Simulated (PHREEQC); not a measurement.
## Acid mine or pickling water: an equilibrium model

Model water analysis in mmol/kgw, 20 °C, pH 2.42, pe 10.6:

```
constituent                mmol/kgw
-------------------------  --------
Na                              2.2
K                            0.0684
Ca                             2.69
Mg                            0.851
Cl                             2.45
S(6)                           7.17
Sr                           0.0611
O(0) (counted as O atoms)      0.18
```

Valence states are taken as typed.

Computed with PHREEQC (ion-association model, phreeqc.dat).

This is a speciation only: nothing precipitates in the calculation.

**Question.** Estimate the ionic strength, charge-balance error, specific conductance.

**Answer.** ionic strength 0.0208 mol/kgw; charge-balance error -7.3 %; specific conductance 2330 µS/cm.

**Question.** In which forms is S present?

**Answer.** SO4-2 72 %, HSO4- 16 %, CaSO4 8.5 %, MgSO4 3.1 % of the S.
